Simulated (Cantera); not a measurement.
A closed system holds: 1 mol SiHCl₃, 0.44 mol N₂, 36 mol H₂, equilibrated at 748.15 K and 100 Torr.

Cantera equilibrium calculation (NASA polynomials, part measured and part estimated; ideal gas, pure solids and liquids). Candidate condensed phases: NH₄Cl, Si, Si₃N₄; 28 gas species. N₂ is the only nitrogen source here; it is nearly inert below about 1500 K, so the nitride shown seldom forms there in practice. Rates play no part.

Base state: H₂ 0.947, HCl 0.0436, SiCl₄ 0.00895, SiHCl₃ 8.56e-5 (mole fractions); condensed: Si₃N₄(s).

### Question
What changes in the equilibrium state with this change: temperature from 748.15 K to 1900 K?

### Answer
| species | before | after |
|---|---|---|
| H₂ | 0.947 | 0.918 |
| HCl | 0.0436 | 0.0578 |
| N₂ | 4.77e-6 | 0.0114 |
| SiCl₂ | <1e-9 | 0.00985 |
| H | <1e-9 | 0.00208 |
| SiCl | <1e-9 | 0.000103 |
| Cl | <1e-9 | 9.89e-5 |
| Si | <1e-9 | 9.46e-5 |
| Si₃N₄(s), mol | 0.220 | 0 |
| Si(l), mol | 0 | 0.607 |
The tables' values for SiCl, SiCl₃ are old estimates; treat these amounts as uncertain. Gases not in the tables: Si₂H₆ and higher silanes.
